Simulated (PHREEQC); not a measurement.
A solution holds 42 mmol/kgw NH4Cl and 120 mmol/kgw Na2HPO4, at 25 °C. Closed to the air; pH follows from the charge balance.

Computed with PHREEQC (ion-association model, phreeqc.dat).

No solid was allowed to form.

Problem. Order these P species by the share of P that they hold, largest first: H2PO4-, HPO4-2, NaHPO4-.

Solution. HPO4-2 (88 %), NaHPO4- (9.6 %), H2PO4- (2.3 %)

The pH is 8.32 and the ionic strength 0.374 mol/kgw.
